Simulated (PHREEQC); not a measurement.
Consider water at 25 °C with 0.27 mol MgSO4 and 0.24 mol K2SO4 per kg of water. Closed to the air; pH follows from the charge balance.

The numbers come from PHREEQC with the Pitzer model, pitzer.dat.

Each row changes one thing in this solution. Precipitation was switched off in this run.

```csv
case,HSO4- (mol/kgw),SI of Arcanite (K2SO4)
as made,6.46e-7,-0.86
MgSO4 from 0.27 to 0.405 mol/kgw,7.77e-7,-0.88
MgSO4 left out,2.32e-7,-0.80
K2SO4 from 0.24 to 0.264 mol/kgw,6.56e-7,-0.77
diluted 2-fold with water,4.26e-7,-1.44
temperature from 25 to 10 °C,2.54e-7,-0.64
diluted 100-fold with water,3.03e-8,-5.43
```

Complexes and solids missing from the database can't appear. At this temperature some constants are extrapolated from 25 °C, and those without enthalpy data are left unchanged.
